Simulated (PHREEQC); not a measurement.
Consider water at 65 °C with 0.055 mol/kgw CuSO4, 0.00013 mol/kgw HNO3 and 0.00022 mol/kgw NaCl. Closed to the air; pH follows from the charge balance.

All values are PHREEQC results (ion-association model, phreeqc.dat), not measurements.

The ionic strength comes out as 0.118 mol/kgw. What activity coefficients do H+, SO4-2, Cu+2, CuOH+, HSO4- get?

H+ 0.81, SO4-2 0.33, Cu+2 0.36, CuOH+ 0.74, HSO4- 0.76.

Precipitation was switched off in this run. Complexes and solids missing from the database can't appear. Away from 25 °C the constants follow the database's enthalpies or fits; those with neither stay at their 25 °C values.
